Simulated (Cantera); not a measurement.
Feed: 1 mol TiN, 15 mol O₂, 52 mol N₂, 16 mol Cl₂, at 0.320 bar.

These are equilibrium values from Cantera (NASA tables, ideal gas, pure condensed phases), not measurements of a reactor. Candidate condensed phases: Ti, TiCl₂, TiCl₃, TiCl₄, TiN, TiO, TiO₂, Ti₂O₃, Ti₃O₅, Ti₄O₇; 21 gas species. Condensed phases not in the tables: TiOCl. Equilibrium is a limit: real reactors are often held back by kinetics, nucleation or transport.

Over these rows the condensed part is TiO₂(rutile). Partial pressures as log10 of bar:

| T (K) | 1000/T (1/K) | log p TiCl₄ | log p N₂ | log p Cl₂ | log p O₂ | log p Cl |
|---|---|---|---|---|---|---|
| 1148 | 0.8711 | -6.23 | -0.69 | -1.21 | -1.27 | -3.18 |
| 1298 | 0.7704 | -5.32 | -0.69 | -1.22 | -1.27 | -2.52 |
| 1448 | 0.6906 | -4.65 | -0.70 | -1.25 | -1.27 | -2.02 |
| 1598 | 0.6258 | -4.19 | -0.71 | -1.32 | -1.28 | -1.62 |
| 1748 | 0.5721 | ? | -0.72 | -1.46 | -1.30 | -1.34 |
| 1898 | 0.5269 | -4.02 | -0.74 | -1.69 | -1.32 | -1.16 |

### Question
Fit log p(TiCl₄) = a + b·(1000/T) to the five rows, give the apparent enthalpy, and predict the row at 1748 K.

### Answer
Means: 1000/T = 0.6970, log p = -4.882. Sxy = -0.464217, Sxx = 0.0697428, so b = -6.66 and a = -4.882 − (-6.66)×0.6970 = -0.24.
Apparent enthalpy: −19.145 × (-6.66) = 128 kJ/mol. With the condensed phases at unit activity, TiO₂(rutile) + 2 Cl₂(g) = TiCl₄(g) + O₂(g) links this pressure to the main gases: over the six rows their terms move log p by -0.91 in all, so the slope isn't that reaction's ΔH° alone. The five rows lie within 0.27 of the line; that is curvature, so one enthalpy describes this range poorly.
Prediction at 1748 K: -0.24 + (-6.66)×0.5721 = -4.05. The computed value is -3.98, 0.07 from the line.
